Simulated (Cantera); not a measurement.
Input (Python, Cantera) and output of one run.

```python
import numpy as np
import cantera as ct

gas_names = """
    AL ALCL ALCL2 ALCL3 ALN AL2 AL2CL6 CL CL2 N N2
""".split()
cond_names = """
    AL(cr) AL(L) ALCL3(s) ALCL3(L) ALN(s)
""".split()


# ... load() reads the species with a 1 bar reference pressure and builds the phases ...
atoms = {
    'AlCl3': {'AL': 1, 'CL': 3},
    'N2': {'N': 2},
}
top_T = {'ALN(s)': 2750}  # K; cautious upper limits of use, not melting points


# ... equilibrate(T, P, feed) seeds the gas with the atoms and calls Mixture.equilibrate('TP', solver="vcs", rtol=1e-11, max_steps=5000) ...
results = []
feed = {'AlCl3': 1, 'N2': 0.62}  # mol
P = 17  # Pa
for T in [1025, 1050, 1075, 1100, 1125, 1150, 1175, 1200, 1225, 1250, 1275, 1300, 1325, 1350]:
    mix = equilibrate(T, P, feed)
    results.append((T, P, feed, dict(zip(mix.species_names, mix.species_moles))))

top = {s: max(r[3][s] / sum(r[3][g] for g in gas_names) for r in results) for s in gas_names}
cols = sorted((s for s in top if top[s] > 0.0001), key=lambda s: -top[s])[:7]
seen = [c for c in cond_names if any(r[3].get(c, 0) > 1e-12 for r in results)]
print("log10 of partial pressures in bar; condensed amounts in mol")
print(f"{'T/K':>10s}" + "".join(f"{s[:9]:>10s}" for s in cols + seen))
for T, P, feed, n in results:
    ng = sum(n[g] for g in gas_names)
    print(f"{T:10.4g}" + "".join(f"{np.log10(max(n[s] / ng * P / 1e5, 1e-99)):10.3f}" for s in cols)
          + "".join(f"{n.get(c, 0):10.4g}" for c in seen))
```

Output:

```
log10 of partial pressures in bar; condensed amounts in mol
       T/K     ALCL3        N2        CL     ALCL2
      1025    -3.979    -4.187    -9.173    -9.171
      1050    -3.979    -4.187    -8.915    -8.914
      1075    -3.979    -4.187    -8.668    -8.668
      1100    -3.979    -4.187    -8.434    -8.434
      1125    -3.979    -4.187    -8.209    -8.210
      1150    -3.979    -4.187    -7.994    -7.997
      1175    -3.979    -4.187    -7.788    -7.792
      1200    -3.979    -4.187    -7.591    -7.596
      1225    -3.979    -4.187    -7.401    -7.409
      1250    -3.979    -4.187    -7.219    -7.229
      1275    -3.980    -4.187    -7.043    -7.057
      1300    -3.980    -4.187    -6.874    -6.893
      1325    -3.980    -4.187    -6.711    -6.734
      1350    -3.981    -4.187    -6.553    -6.583
```

These are equilibrium values from Cantera (NASA tables, ideal gas, pure condensed phases), not measurements of a reactor. The tables' values for AlCl2 are old estimates; treat these amounts as uncertain.
